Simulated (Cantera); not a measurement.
What does this Cantera script print?

```python
import numpy as np
import cantera as ct

gas_names = [...]  # 113 gases of nasa_gas.yaml made of C, Cu, H, O
cond_names = """
    C(gr) C6H6(L) C7H8(L) C8H18(L),n-octa Cu(cr) Cu(L) CuO(s) CuO2H2(s) Cu2O(s) Cu2O(L) H2O(s) H2O(L)
""".split()


# ... load() reads the species with a 1 bar reference pressure and builds the phases ...
atoms = {
    'Cu2O': {'Cu': 2, 'O': 1},
    'CO': {'C': 1, 'O': 1},
    'H2': {'H': 2},
}
top_T = {'C(gr)': 4500, 'CuO(s)': 1390}  # K; cautious upper limits of use, not melting points


# ... equilibrate(T, P, feed) seeds the gas with the atoms and calls Mixture.equilibrate('TP', solver="vcs", rtol=1e-11, max_steps=5000) ...
results = []
feed = {'Cu2O': 1, 'CO': 0.7, 'H2': 0.15}  # mol
P = 133.322  # Pa
for T in [2175, 2225, 2275, 2325, 2375, 2425, 2475, 2525]:
    mix = equilibrate(T, P, feed)
    results.append((T, P, feed, dict(zip(mix.species_names, mix.species_moles))))

top = {s: max(r[3][s] / sum(r[3][g] for g in gas_names) for r in results) for s in gas_names}
cols = sorted((s for s in top if top[s] > 0.0001), key=lambda s: -top[s])[:8]
seen = [c for c in cond_names if any(r[3].get(c, 0) > 1e-12 for r in results)]
print("log10 of partial pressures in bar; condensed amounts in mol")
print(f"{'T/K':>10s}" + "".join(f"{s[:9]:>10s}" for s in cols + seen))
for T, P, feed, n in results:
    ng = sum(n[g] for g in gas_names)
    print(f"{T:10.4g}" + "".join(f"{np.log10(max(n[s] / ng * P / 1e5, 1e-99)):10.3f}" for s in cols)
          + "".join(f"{n.get(c, 0):10.4g}" for c in seen))
```

Output:

```
log10 of partial pressures in bar; condensed amounts in mol
       T/K        Cu        CO       CO2         O        O2         H       H2O        OH
      2175    -3.067    -3.961    -3.719    -4.691    -4.106    -4.955    -4.329    -4.869
      2225    -3.074    -3.888    -3.779    -4.536    -4.073    -4.799    -4.382    -4.799
      2275    -3.081    -3.827    -3.848    -4.392    -4.049    -4.657    -4.450    -4.743
      2325    -3.089    -3.777    -3.928    -4.259    -4.035    -4.528    -4.536    -4.702
      2375    -3.098    -3.737    -4.017    -4.137    -4.032    -4.415    -4.643    -4.678
      2425    -3.107    -3.706    -4.116    -4.026    -4.043    -4.318    -4.775    -4.673
      2475    -3.117    -3.682    -4.224    -3.926    -4.067    -4.238    -4.935    -4.689
      2525    -3.126    -3.665    -4.341    -3.839    -4.105    -4.174    -5.123    -4.724
```

Equilibrium computed with Cantera from the NASA thermochemical tables; the gas is ideal and each condensed phase is pure.
